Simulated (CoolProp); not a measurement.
A closed Brayton cycle with carbon dioxide: compressor inlet 306.15 K and 8.1 MPa, high pressure 15.5 MPa, turbine inlet 965 K, compressor efficiency 0.89, turbine efficiency 0.93, recuperator effectiveness 0.9 (on enthalpy, no pinch check). Each further row changes one setting.

Values from CoolProp's reference Helmholtz-energy equation of state, Span 1996.

| case | thermal efficiency (%) | net work (kJ/kg) | compressor to turbine work | compressor exit (K) | turbine exit (K) |
|---|---|---|---|---|---|
| as stated | 31.9 | 94.4 | 0.12 | 324.1 | 875.4 |
| turbine inlet 915 K | 31.1 | ___ | 0.12 | 324.1 | ___ |
| compressor inlet 316.15 K | ___ | ___ | ___ | 364.5 | 875.4 |
| high pressure 13.2 MPa | 27.4 | 72.6 | ___ | ___ | 897.1 |
| recuperator effectiveness 0.5 | ___ | 94.4 | 0.12 | 324.1 | 875.4 |

Q: Fill in the missing entries.

A: 
- turbine inlet 915 K, net work (kJ/kg): 88.6
- turbine inlet 915 K, turbine exit (K): 828.6
- compressor inlet 316.15 K, thermal efficiency (%): 34.4
- compressor inlet 316.15 K, net work (kJ/kg): 81.3
- compressor inlet 316.15 K, compressor to turbine work: 0.24
- high pressure 13.2 MPa, compressor to turbine work: 0.11
- high pressure 13.2 MPa, compressor exit (K): 319.4
- recuperator effectiveness 0.5, thermal efficiency (%): 16.7
